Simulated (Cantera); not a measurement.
A closed system holds: 1 mol C3H6, 0.56 mol O2, 14 mol H2, equilibrated at 850000 Pa.

Cantera equilibrium calculation (NASA polynomials, part measured and part estimated; ideal gas, pure solids and liquids). Candidate condensed phases: C, C6H6, C7H8, C8H18, H2O; 110 gas species. Kinetics and transport are ignored.

Over these rows the condensed part is C(graphite). Partial pressures as log10 of bar:

```tsv
T (K)	1000/T (1/K)	log p C2H2 (acetylene)	log p H2	log p CO	log p CH4
1150	0.8696	-6.58	0.83	-0.35	0.04
1250	0.8000	-5.73	0.87	-0.30	-0.23
1350	0.7407	-5.03	0.88	-0.28	-0.48
1450	0.6897	-4.42	0.89	-0.28	-0.70
1550	0.6452	-3.90	0.89	-0.28	-0.90
1650	0.6061	?	0.90	-0.28	-1.08
```

Question: Fit log p(C2H2 (acetylene)) = a + b·(1000/T) to the five rows, give the apparent enthalpy, and predict the row at 1650 K.

Answer: Means: 1000/T = 0.7490, log p = -5.132. Sxy = -0.376077, Sxx = 0.0315052, so b = -11.94 and a = -5.132 − (-11.94)×0.7490 = 3.81.
Apparent enthalpy: −19.145 × (-11.94) = 229 kJ/mol. With the condensed phases at unit activity, 2 C(graphite) + H2(g) = C2H2 (acetylene)(g) links this pressure to the main gases: over the six rows their terms move log p by +0.07 in all, so the slope is close to that reaction's ΔH°. The five rows lie within 0.01 of the line.
Prediction at 1650 K: 3.81 + (-11.94)×0.6061 = -3.43. The computed value is -3.44, 0.01 from the line.
